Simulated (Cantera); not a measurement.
Input: 1 mol Al2O3, 1.4 mol SiCl4, 0.66 mol O2, at 1523 K.

Method: chemical equilibrium by Gibbs-energy minimisation in Cantera with the NASA 1993 tables (ideal gas, pure condensed phases). Candidate condensed phases: Al, AlCl3, Al2O3, Al2SiO5, Al6Si2O13, Si, SiO2; 26 gas species. Mutual solubility and eutectic melting of coexisting phases are not modelled. The tables' values for AlCl2, SiCl3 are old estimates; treat these amounts as uncertain. The tables hold silica as quartz up to 1696 K and as liquid above; real silica turns to tridymite and cristobalite and melts near 1996 K. Condensed phases not in the tables: alloys, solid solutions and most ternary compounds. Kinetics and transport are ignored.

x: gas mole fraction; n: condensed amount in mol.

```tsv
P (Pa)	x Cl	x Cl2	x AlCl3	x SiCl4	x SiO	x AlCl2	x Al2Cl6	n Al6Si2O13(mullite)	n SiO2(β-quartz)
1	0.728	0.00114	0.266	[?]	0.00258	0.00187	7.09e-10	0.170	1.05
3.60	0.723	0.00406	0.272	[?]	0.000134	0.000534	2.67e-9	0.169	1.06
13	0.710	0.0142	0.275	[?]	6.98e-6	0.000152	9.87e-9	0.169	1.06
46	0.671	0.0447	0.284	[?]	4.18e-7	4.69e-5	3.71e-8	0.169	1.06
170	0.574	0.121	0.304	[?]	2.83e-8	1.59e-5	1.57e-7	0.169	1.06
600	0.427	0.237	0.335	[?]	2.88e-9	6.67e-6	6.74e-7	0.170	1.06
2200	0.274	0.357	0.366	[?]	3.58e-10	3.10e-6	2.96e-6	0.170	1.05
7700	0.163	0.444	0.388	[?]	5.62e-11	1.58e-6	1.16e-5	0.171	1.05
28000	0.0911	0.502	0.401	[?]	9.10e-12	8.03e-7	4.51e-5	0.172	1.04
100000	0.0498	0.535	0.406	[?]	1.58e-12	4.16e-7	0.000165	0.174	1.03
```

**Question.** Some entries are withheld; supply them.

**Answer.** 
- 1, x SiCl4: 0.000117
- 3.60, x SiCl4: 0.000184
- 13, x SiCl4: 0.000288
- 46, x SiCl4: 0.000456
- 170, x SiCl4: 0.000773
- 600, x SiCl4: 0.00134
- 2200, x SiCl4: 0.00233
- 7700, x SiCl4: 0.00382
- 28000, x SiCl4: 0.00613
- 100000, x SiCl4: 0.00951
